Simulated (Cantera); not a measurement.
Feed: 1 mol C, 1.9 mol H2, 1.6 mol N2, at 0.825 Torr.

These are equilibrium values from Cantera (NASA tables, ideal gas, pure condensed phases), not measurements of a reactor. Candidate condensed phases: C, C6H6, C7H8, C8H18; 92 gas species. Rates play no part.

Question: What share of the C ends up in condensed phases as a function of T (K), at 2000, 2050, 2100, 2150, 2200, 2250, 2300, 2350, 2400, 2450, 2500, 2550, 2600, 2650?

Answer: 
```tsv
T (K)	C condensed (%)	as
2000	97.1	C(graphite)
2050	96.4	C(graphite)
2100	95.7	C(graphite)
2150	94.8	C(graphite)
2200	93.8	C(graphite)
2250	92.8	C(graphite)
2300	91.6	C(graphite)
2350	90.4	C(graphite)
2400	89.1	C(graphite)
2450	87.6	C(graphite)
2500	86.0	C(graphite)
2550	83.9	C(graphite)
2600	80.8	C(graphite)
2650	75.9	C(graphite)
```
